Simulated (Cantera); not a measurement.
## Ignition delay

Mixture: CH4 : O2 : N2 : H2O = 1 : 2.86 : 10.7 : 0.86 (molar parts), at 4.74 atm, adiabatic and at constant volume. Ignition delay is the time to a rise of 400 K.

Detailed kinetics in Cantera: GRI-Mech 3.0 (53 species, 325 reactions).

```tsv
T0 (K)	delay (ms)
1300	2.64
1400	0.875
1500	0.316
1600	0.125
1700	0.0543
1800	0.0262
1900	0.0139
2000	0.00803
2100	0.00496
```

The apparent activation energy between 1900 and 2100 K comes out as 170 kJ/mol.
